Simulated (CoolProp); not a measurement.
Saturation properties of tetrahydrofuran (Tc = 540.2 K, pc = 53.04 bar, ω = 0.234).

Computed with CoolProp (reference Helmholtz-energy equation of state, Fiedler 2023).

```tsv
T (K)	p (bar)	liquid density (kg/m³)	vapour density (kg/m³)	liquid cp (kJ/(kg K))
403.9	5.660	755.3	13.50	2.180
414.7	7.113	740.5	16.85	2.237
425.6	8.846	725.0	20.90	2.297
436.5	10.88	708.8	25.72	2.362
447.4	13.23	691.9	31.46	2.433
458.3	15.95	673.9	38.31	2.514
469.1	19.03	654.8	46.47	2.607
480	22.57	633.9	56.45	2.723
490.9	26.60	610.8	68.80	2.875
501.8	31.16	584.4	84.51	3.095
512.7	36.34	553.0	105.5	3.470
523.5	42.18	512.5	136.0	4.311
```

It boils at 339.1 K under 1 atm.
